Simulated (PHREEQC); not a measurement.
0.013 g of hydrous ferric oxide (600 m²/g; 0.2 weak and 0.005 strong sites per Fe, Dzombak-Morel constants, diffuse double layer) in 1 kg of water with 0.001 mol/kgw of an inert sodium salt and 4.9e-06 mol/kgw Ag2SO4, at 25 °C; the pH is set by adding NaOH or the inert anion's acid. Oxygen alone is held at its pressure in air (log pO2 = -0.68). The system is closed to CO2. Nothing may precipitate in this run.

Computed with PHREEQC (ion-association model, wateq4f.dat).

```json
[
 {"pH": "3", "S sorbed (%)": "99.9", "Ag sorbed (%)": "0.0", "surface charge σ (C/m²)": "0.174", "surface potential ψ (mV)": "215"},
 {"pH": "3.5", "S sorbed (%)": "99.9", "Ag sorbed (%)": "0.0", "surface charge σ (C/m²)": "0.117", "surface potential ψ (mV)": "205"},
 {"pH": "4", "S sorbed (%)": "99.5", "Ag sorbed (%)": "0.0", "surface charge σ (C/m²)": "0.076", "surface potential ψ (mV)": "188"},
 {"pH": "4.5", "S sorbed (%)": "97.5", "Ag sorbed (%)": "0.0", "surface charge σ (C/m²)": "0.048", "surface potential ψ (mV)": "166"},
 {"pH": "5.5", "S sorbed (%)": "65.4", "Ag sorbed (%)": "0.3", "surface charge σ (C/m²)": "0.021", "surface potential ψ (mV)": "125"},
 {"pH": "6", "S sorbed (%)": "35.0", "Ag sorbed (%)": "0.9", "surface charge σ (C/m²)": "0.015", "surface potential ψ (mV)": "108"},
 {"pH": "6.5", "S sorbed (%)": "11.0", "Ag sorbed (%)": "2.3", "surface charge σ (C/m²)": "0.010", "surface potential ψ (mV)": "88"},
 {"pH": "7", "S sorbed (%)": "1.7", "Ag sorbed (%)": "4.3", "surface charge σ (C/m²)": "0.006", "surface potential ψ (mV)": "63"},
 {"pH": "7.5", "S sorbed (%)": "0.2", "Ag sorbed (%)": "6.3", "surface charge σ (C/m²)": "0.003", "surface potential ψ (mV)": "35"},
 {"pH": "8", "S sorbed (%)": "0.0", "Ag sorbed (%)": "7.9", "surface charge σ (C/m²)": "0.000", "surface potential ψ (mV)": "6"},
 {"pH": "8.5", "S sorbed (%)": "0.0", "Ag sorbed (%)": "10.3", "surface charge σ (C/m²)": "-0.002", "surface potential ψ (mV)": "-23"},
 {"pH": "9.5", "S sorbed (%)": "0.0", "Ag sorbed (%)": "29.6", "surface charge σ (C/m²)": "-0.009", "surface potential ψ (mV)": "-79"},
 {"pH": "10", "S sorbed (%)": "0.0", "Ag sorbed (%)": "51.5", "surface charge σ (C/m²)": "-0.015", "surface potential ψ (mV)": "-106"},
 {"pH": "10.5", "S sorbed (%)": "0.0", "Ag sorbed (%)": "73.7", "surface charge σ (C/m²)": "-0.027", "surface potential ψ (mV)": "-131"},
 {"pH": "11", "S sorbed (%)": "0.0", "Ag sorbed (%)": "87.8", "surface charge σ (C/m²)": "-0.050", "surface potential ψ (mV)": "-151"}
]
```

The oxide is taken as insoluble; below pH 4 it would dissolve.
